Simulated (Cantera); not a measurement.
FeCl₃ + HCl + N₂ (halide evaporation, hydrolysis and transport)

A closed system holds: 1 mol FeCl₃, 0.4 mol HCl, a varied amount of N₂, equilibrated at 1173.15 K and 0.100 bar.

Cantera equilibrium calculation (NASA polynomials, part measured and part estimated; ideal gas, pure solids and liquids). Candidate condensed phases: Fe, FeCl₂, FeCl₃, NH₄Cl; 18 gas species. The numbers say what is thermodynamically allowed, not how fast it happens.

| n(N₂) (mol) | x N₂ | x FeCl₃ | x HCl | x FeCl₂ | x Cl₂ | x Cl |
|---|---|---|---|---|---|---|
| 1.8 | 0.539 | 0.213 | 0.120 | 0.0836 | 0.0413 | 0.00228 |
| 2.8 | 0.643 | 0.159 | 0.0919 | 0.0690 | 0.0339 | 0.00207 |
| 4.2 | 0.728 | 0.116 | 0.0694 | 0.0561 | 0.0274 | 0.00186 |
| 6.2 | 0.797 | 0.0830 | 0.0514 | 0.0449 | 0.0218 | 0.00166 |
| 9.3 | 0.853 | 0.0566 | 0.0367 | 0.0349 | 0.0168 | 0.00145 |
| 14 | 0.896 | 0.0374 | 0.0256 | 0.0265 | 0.0127 | 0.00126 |
| 21 | 0.928 | 0.0242 | 0.0177 | 0.0199 | 0.00944 | 0.00109 |
| 32 | 0.951 | 0.0151 | 0.0119 | 0.0146 | 0.00684 | 0.000928 |
| 47 | 0.965 | 0.00966 | 0.00822 | 0.0109 | 0.00504 | 0.000797 |
| 71 | 0.976 | 0.00589 | 0.00550 | 0.00785 | 0.00359 | 0.000673 |
| 110 | 0.984 | 0.00343 | 0.00358 | 0.00551 | 0.00248 | 0.000559 |
x: gas mole fraction; nothing condenses.

From 1.8 mol N₂ to 110 mol N₂ nothing is condensed. The main Fe-bearing gas is FeCl₃ at 1.8 mol N₂ and FeCl₂ at 110 mol N₂.
